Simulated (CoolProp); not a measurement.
Hexamethyldisiloxane (MM) along the isotherm 441.1 K: Z from the reference equation and from simpler models built on Tc = 518.7 K, pc = 1.931 MPa, ω = 0.418; each cubic takes its own stable root.

Computed with CoolProp (reference Helmholtz-energy equation of state, Thol 2016).

```tsv
p (MPa)	phase	reference
0.00916	gas	0.9970
0.0134	gas	0.9956
0.0197	gas	0.9936
0.029	gas	0.9905
0.0425	gas	0.9860
0.0624	gas	0.9794
0.0916	gas	0.9695
0.134	gas	0.9547
0.197	gas	0.9321
0.29	gas	0.8967
0.425	gas	0.8400
0.624	liquid	0.04739
0.916	liquid	0.06929
1.34	liquid	0.1008
1.97	liquid	0.1471
2.9	liquid	0.2145
```

Task: How far does each simpler model (van der Waals, Redlich-Kwong, Soave-Redlich-Kwong, Peng-Robinson) lie from the reference over these 16 states: mean and median of the absolute difference, and the worst?

Result: 
- van der Waals: mean 175.1 %, median 1.9 %, worst +1660.9 % at 441.1 K and 0.624 MPa
- Redlich-Kwong: mean 103.0 %, median 0.9 %, worst +1572.1 % at 441.1 K and 0.624 MPa
- Soave-Redlich-Kwong: mean 3.1 %, median 0.4 %, worst +10.4 % at 441.1 K and 0.624 MPa
- Peng-Robinson: mean 1.1 %, median 0.1 %, worst -4.6 % at 441.1 K and 2.9 MPa

At some of these states van der Waals, Redlich-Kwong gives the other phase, because its saturation line lies elsewhere.
